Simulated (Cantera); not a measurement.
Feed: 1 mol SiHCl3, 25 mol N2, at 12.0 mbar.

These are equilibrium values from Cantera (NASA tables, ideal gas, pure condensed phases), not measurements of a reactor. Candidate condensed phases: NH4Cl, Si, Si3N4; 28 gas species. N2 is the only nitrogen source here; it is nearly inert below about 1500 K, so the nitride shown seldom forms there in practice. The numbers say what is thermodynamically allowed, not how fast it happens.

Over these rows the condensed part is Si3N4(s). Partial pressures as log10 of bar:

| T (K) | 1000/T (1/K) | log p SiHCl3 | log p N2 | log p HCl | log p SiCl4 |
|---|---|---|---|---|---|
| 750 | 1.3333 | -7.88 | -1.95 | -3.43 | -3.60 |
| 900 | 1.1111 | ? | -1.95 | -3.40 | -3.61 |
| 1050 | 0.9524 | -6.83 | -1.95 | -3.39 | -3.62 |
| 1200 | 0.8333 | -6.52 | -1.95 | -3.38 | -3.64 |
| 1350 | 0.7407 | -6.34 | -1.95 | -3.38 | -3.78 |
| 1500 | 0.6667 | -6.58 | -1.95 | -3.42 | -4.56 |

Q: Fit log p(SiHCl3) = a + b·(1000/T) to the five rows, give the apparent enthalpy, and predict the row at 900 K.

A: Means: 1000/T = 0.9053, log p = -6.830. Sxy = -0.612024, Sxx = 0.2746095, so b = -2.23 and a = -6.830 − (-2.23)×0.9053 = -4.81.
Apparent enthalpy: −19.145 × (-2.23) = 43 kJ/mol. With the condensed phases at unit activity, 1/6 Si3N4(s) + HCl(g) + 1/2 SiCl4(g) = SiHCl3(g) + 1/3 N2(g) links this pressure to the main gases: over the six rows their terms move log p by -0.47 in all, so the slope isn't that reaction's ΔH° alone. The five rows lie within 0.28 of the line; that is curvature, so one enthalpy describes this range poorly.
Prediction at 900 K: -4.81 + (-2.23)×1.1111 = -7.29. The computed value is -7.27, 0.02 from the line.
